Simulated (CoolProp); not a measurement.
Computed with CoolProp (reference Helmholtz-energy equation of state, Setzmann 1991).

### Question
For methane, give the phase and the viscosity (µPa s) at -75.35 °C and 0.295 MPa; -75.35 °C and 0.84 MPa; -75.35 °C and 6.81 MPa.

### Answer
- -75.35 °C and 0.295 MPa: gas; viscosity 7.79
- -75.35 °C and 0.84 MPa: gas; viscosity 7.86
- -75.35 °C and 6.81 MPa: supercritical; viscosity 23.5

Viscosity comes from a separate model (Quiñones-Cisneros 2006).
